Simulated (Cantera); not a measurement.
A closed system holds: 1 mol SiCl₄, 31 mol N₂, 0.91 mol H₂, held at 2073.15 K and 48.0 Pa.

Method: chemical equilibrium by Gibbs-energy minimisation in Cantera with the NASA 1993 tables (ideal gas, pure condensed phases). The tables' values for SiCl, SiN, SiCl₃ are old estimates; treat these amounts as uncertain. Equilibrium is a limit: real reactors are often held back by kinetics, nucleation or transport.

```csv
species,before,after
N₂,0.883,0.626
H₂,0.00503,0.223
HCl,0.0333,0.0622
H,0.00853,0.0568
SiCl₂,0.0186,0.00295
Cl,0.0416,0.0117
Si,0.00801,0.0161
SiCl₃,3.43e-5,1.53e-6
SiH,7.16e-6,9.56e-5
Si₂,3.79e-6,1.52e-5
SiCl,0.00174,0.000980
SiN,3.63e-5,6.12e-5
```
Gas species are given as mole fractions.

Q: What was changed between the two runs?
A) H₂ from 0.91 to 14 mol
B) temperature from 2073.15 K to 1950 K
C) H₂ from 0.91 to 2.6 mol
D) temperature from 2073.15 K to 2050 K

A: A, H₂ from 0.91 to 14 mol. The tables' values for SiCl, SiN are old estimates; treat these amounts as uncertain
